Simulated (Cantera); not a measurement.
Equilibrium for chlorosilane synthesis and conversion: Si + H₂ + Cl₂

Charge: 1 mol Si, 0.67 mol H₂, 0.68 mol Cl₂, at 475 °C and 750 Torr.

These are equilibrium values from Cantera (NASA tables, ideal gas, pure condensed phases), not measurements of a reactor. Candidate condensed phases: Si; 19 gas species. The tables' values for SiCl₃ are old estimates; treat these amounts as uncertain. Kinetics and transport are ignored.

```json
{
  "x(H₂)": "0.625",
  "x(SiCl₄)": "0.265",
  "x(SiHCl₃)": "0.106",
  "x(SiH₂Cl₂)": "0.00310",
  "x(HCl)": "0.000687",
  "x(SiCl₃)": "3.02e-5",
  "x(SiH₃Cl)": "2.02e-5",
  "n(Si(s))": "0.633 mol",
  "gas_amount": "0.9826 mol"
}
```
